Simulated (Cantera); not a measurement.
# Low-pressure radical oxidation in H2/O2

An isothermal, constant-pressure homogeneous reactor starts with H₂ : O₂ = 0.0019 : 1 (molar parts), at 925 K and 0.0267 bar.

Model: GRI-Mech 3.0 (53 species, 325 reactions), integrated in Cantera. Radical loss at walls, strong at low pressure, is not modelled. Below about 950 K walls govern HO2 and H2O2 in real vessels.

```tsv
t (s)	x H₂	x O₂	x H	x O	x H₂O	x H₂O₂	x OH
3.00e-6	0.00190	0.998	<1e-12	<1e-12	<1e-12	<1e-12	<1e-12
9.17e-6	0.00190	0.998	<1e-12	<1e-12	<1e-12	<1e-12	<1e-12
2.80e-5	0.00190	0.998	<1e-12	<1e-12	<1e-12	<1e-12	<1e-12
8.57e-5	0.00190	0.998	<1e-12	<1e-12	<1e-12	<1e-12	<1e-12
0.000262	0.00190	0.998	<1e-12	<1e-12	<1e-12	<1e-12	<1e-12
0.000801	0.00190	0.998	<1e-12	3.01e-12	<1e-12	<1e-12	2.58e-12
0.00245	0.00190	0.998	1.23e-12	1.49e-11	7.30e-12	<1e-12	1.01e-11
0.00749	0.00190	0.998	6.22e-12	1.30e-10	1.16e-10	<1e-12	6.78e-11
0.0229	0.00190	0.998	5.28e-10	1.25e-8	1.39e-8	<1e-12	6.06e-9
0.0700	0.000753	0.997	4.54e-5	0.000535	0.00104	1.20e-7	0.000159
0.214	1.52e-5	0.998	9.13e-7	0.000109	0.00187	1.19e-8	1.77e-5
0.654	1.60e-6	0.998	5.39e-8	2.01e-5	0.00189	5.07e-9	5.71e-6
2.00	2.19e-7	0.998	3.05e-9	2.98e-6	0.00190	2.67e-9	2.18e-6
```
x: mole fraction; the columns are a selection and need not sum to one.

Equilibrium at this temperature and pressure: H₂ <1e-12, O₂ 0.998, H <1e-12, O 8.25e-11, H₂O 0.00190, H₂O₂ <1e-12, OH 1.19e-8 (gas phase only).
